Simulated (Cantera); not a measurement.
# Equilibrium for silicon carbide growth: CH₃SiH₃ + C₂H₂ + H₂

Input: 1 mol CH₃SiH₃, 0.15 mol C₂H₂, 21 mol H₂, held at 1.33 mbar.

Method: chemical equilibrium by Gibbs-energy minimisation in Cantera with the NASA 1993 tables (ideal gas, pure condensed phases). Candidate condensed phases: C, C₆H₆, C₇H₈, C₈H₁₈, Si, SiC; 87 gas species. The feed counts by its element totals alone. Rates play no part.

```json
[
 {"T (K)": "1023", "log p H₂": "-2.88", "log p H": "-9.82", "log p Si": "<-14", "log p C₂H₂ (acetylene)": "-11.55", "log p CH₄": "-6.88", "log p SiC₂": "<-14", "log p Si₂C": "<-14", "log p SiH": "<-14", "n C(graphite)": "0.298", "n SiC(s)": "1.00"},
 {"T (K)": "1098", "log p H₂": "-2.88", "log p H": "-9.04", "log p Si": "<-14", "log p C₂H₂ (acetylene)": "-10.77", "log p CH₄": "-7.19", "log p SiC₂": "<-14", "log p Si₂C": "<-14", "log p SiH": "<-14", "n C(graphite)": "0.299", "n SiC(s)": "1.00"},
 {"T (K)": "1173", "log p H₂": "-2.88", "log p H": "-8.37", "log p Si": "<-14", "log p C₂H₂ (acetylene)": "-10.09", "log p CH₄": "-7.46", "log p SiC₂": "<-14", "log p Si₂C": "<-14", "log p SiH": "<-14", "n C(graphite)": "0.299", "n SiC(s)": "1.00"},
 {"T (K)": "1248", "log p H₂": "-2.88", "log p H": "-7.77", "log p Si": "-13.76", "log p C₂H₂ (acetylene)": "-9.49", "log p CH₄": "-7.70", "log p SiC₂": "<-14", "log p Si₂C": "<-14", "log p SiH": "-14.15", "n C(graphite)": "0.300", "n SiC(s)": "1.00"},
 {"T (K)": "1323", "log p H₂": "-2.88", "log p H": "-7.24", "log p Si": "-12.53", "log p C₂H₂ (acetylene)": "-8.96", "log p CH₄": "-7.92", "log p SiC₂": "<-14", "log p Si₂C": "<-14", "log p SiH": "-13.10", "n C(graphite)": "0.300", "n SiC(s)": "1.00"},
 {"T (K)": "1398", "log p H₂": "-2.88", "log p H": "-6.76", "log p Si": "-11.43", "log p C₂H₂ (acetylene)": "-8.49", "log p CH₄": "-8.11", "log p SiC₂": "-14.60", "log p Si₂C": "-14.62", "log p SiH": "-12.17", "n C(graphite)": "0.300", "n SiC(s)": "1.00"},
 {"T (K)": "1473", "log p H₂": "-2.88", "log p H": "-6.34", "log p Si": "-10.45", "log p C₂H₂ (acetylene)": "-8.06", "log p CH₄": "-8.28", "log p SiC₂": "-13.31", "log p Si₂C": "-13.36", "log p SiH": "-11.33", "n C(graphite)": "0.300", "n SiC(s)": "1.000"},
 {"T (K)": "1548", "log p H₂": "-2.88", "log p H": "-5.95", "log p Si": "-9.56", "log p C₂H₂ (acetylene)": "-7.68", "log p CH₄": "-8.44", "log p SiC₂": "-12.14", "log p Si₂C": "-12.22", "log p SiH": "-10.57", "n C(graphite)": "0.299", "n SiC(s)": "1.000"},
 {"T (K)": "1623", "log p H₂": "-2.88", "log p H": "-5.60", "log p Si": "-8.75", "log p C₂H₂ (acetylene)": "-7.33", "log p CH₄": "-8.58", "log p SiC₂": "-11.09", "log p Si₂C": "-11.18", "log p SiH": "-9.89", "n C(graphite)": "0.298", "n SiC(s)": "1.000"},
 {"T (K)": "1698", "log p H₂": "-2.88", "log p H": "-5.28", "log p Si": "-8.02", "log p C₂H₂ (acetylene)": "-7.02", "log p CH₄": "-8.71", "log p SiC₂": "-10.13", "log p Si₂C": "-10.24", "log p SiH": "-9.26", "n C(graphite)": "0.297", "n SiC(s)": "1.000"},
 {"T (K)": "1773", "log p H₂": "-2.88", "log p H": "-4.99", "log p Si": "-7.34", "log p C₂H₂ (acetylene)": "-6.73", "log p CH₄": "-8.83", "log p SiC₂": "-9.25", "log p Si₂C": "-9.38", "log p SiH": "-8.69", "n C(graphite)": "0.294", "n SiC(s)": "0.999"},
 {"T (K)": "1848", "log p H₂": "-2.88", "log p H": "-4.72", "log p Si": "-6.73", "log p C₂H₂ (acetylene)": "-6.47", "log p CH₄": "-8.94", "log p SiC₂": "-8.45", "log p Si₂C": "-8.59", "log p SiH": "-8.17", "n C(graphite)": "0.291", "n SiC(s)": "0.996"},
 {"T (K)": "1923", "log p H₂": "-2.89", "log p H": "-4.47", "log p Si": "-6.16", "log p C₂H₂ (acetylene)": "-6.23", "log p CH₄": "-9.05", "log p SiC₂": "-7.71", "log p Si₂C": "-7.87", "log p SiH": "-7.69", "n C(graphite)": "0.291", "n SiC(s)": "0.986"},
 {"T (K)": "1998", "log p H₂": "-2.90", "log p H": "-4.24", "log p Si": "-5.64", "log p C₂H₂ (acetylene)": "-6.02", "log p CH₄": "-9.16", "log p SiC₂": "-7.02", "log p Si₂C": "-7.20", "log p SiH": "-7.25", "n C(graphite)": "0.308", "n SiC(s)": "0.952"}
]
```
log p: log10 of the partial pressure in bar; n: condensed amount in mol.

From 1023 K to 1998 K the condensed part is C(graphite) + SiC(s).
